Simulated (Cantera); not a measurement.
Charge: 1 mol Fe3O4, 3.2 mol CH4, 3.4 mol N2, 0.67 mol C, at 1173 K and 1.33 mbar.

Method: chemical equilibrium by Gibbs-energy minimisation in Cantera with the NASA 1993 tables (ideal gas, pure condensed phases). Candidate condensed phases: C, C6H6, C7H8, C8H18, Fe, Fe(CO)5, FeO, Fe(OH)2, Fe(OH)3, Fe2O3, Fe3O4, H2O; 140 gas species. The numbers say what is thermodynamically allowed, not how fast it happens.

### Question
What is the equilibrium state?

### Answer
```json
{
  "x(H2)": "0.462",
  "x(CO)": "0.280",
  "x(N2)": "0.249",
  "x(H2O)": "0.00644",
  "x(CO2)": "0.00307",
  "x(H)": "2.19e-6",
  "n(Fe(α))": "3.00 mol",
  "gas_amount": "13.67 mol",
  "log10 activity of C(graphite) (absent)": "-3.02",
  "log10 activity of Fe(OH)2(s) (absent)": "-11.52",
  "log10 activity of Fe(OH)3(s) (absent)": "-19.79"
}
```
